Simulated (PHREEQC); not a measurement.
Solution (14 °C): 1.7 mmol/kgw HF, 20 mmol/kgw (NH4)2SiF6 and 110 mmol/kgw H2SO4. Closed to the air; pH follows from the charge balance.

Model: ion-association model, wateq4f.dat, run in PHREEQC.

No solid was allowed to form.

Task: What pH, ionic strength does the model give?

Result: pH 0.96; ionic strength 0.217 mol/kgw.

Task: In which forms is S present?

Result: HSO4- 75 %, SO4-2 22 %, NH4SO4- 3.1 % of the S.

Saturation is exceeded, for instance for Quartz (slow to form), Chalcedony (slow to form); the values hold only as long as no solid forms. Complexes and solids missing from the database can't appear. At this temperature some constants are extrapolated from 25 °C, and those without enthalpy data are left unchanged. SiF6-2 is the database's only silicon fluoride.
